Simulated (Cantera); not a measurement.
# Thermodynamics of iron carbonyl, mercury and lead vapours, feed HgO + O₂ + N₂ + H₂

A closed system holds: 1 mol HgO, 0.041 mol O₂, 43 mol N₂, 0.26 mol H₂, at 280000 Pa.

Method: chemical equilibrium by Gibbs-energy minimisation in Cantera with the NASA 1993 tables (ideal gas, pure condensed phases). Candidate condensed phases: H₂O, Hg, HgO; 25 gas species. The numbers say what is thermodynamically allowed, not how fast it happens.

```csv
T (K),x N₂,x Hg,x O₂,x H₂O,x NO,n HgO(s)
473,0.990,0.00410,2.38e-9,0.00599,<1e-12,0.822
573,0.988,0.00556,0.000738,0.00597,5.76e-10,0.758
673,0.963,0.0224,0.00920,0.00582,3.47e-8,0
773,0.963,0.0224,0.00920,0.00582,2.87e-7,0
873,0.963,0.0224,0.00920,0.00582,1.46e-6,0
973,0.963,0.0224,0.00920,0.00582,5.33e-6,0
1073,0.963,0.0224,0.00919,0.00582,1.53e-5,0
1173,0.963,0.0224,0.00918,0.00582,3.66e-5,0
1273,0.963,0.0224,0.00916,0.00582,7.64e-5,0
1373,0.963,0.0224,0.00913,0.00582,0.000143,0
1473,0.962,0.0224,0.00908,0.00582,0.000246,0
```
x: gas mole fraction; n: condensed amount in mol.

From 473 K to 573 K the condensed part is HgO(s). From 673 K to 1473 K nothing is condensed. The main Hg-bearing gas is Hg throughout.
